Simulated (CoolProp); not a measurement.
Vapour-liquid equilibrium of benzene (1) + n-octane (2) at 207.95 °C; x and y are mole fractions of (1).

Model: multi-fluid Helmholtz-energy mixture model, Thol 2012 and Beckmüller 2019; pair parameters Bell 2016, in CoolProp.

### Question
Give the bubble pressure and the first vapour's composition at x = 0.05, 0.35, 0.75. Is there an azeotrope?

### Answer
x = 0.05: 688.4 kPa, y = 0.103; x = 0.35: 1000 kPa, y = 0.532; x = 0.75: 1397 kPa, y = 0.848. No azeotrope shows between x = 0.05 and 0.95.

Pair parameters are fitted to limited data, so mixtures are less certain than the pure fluids.
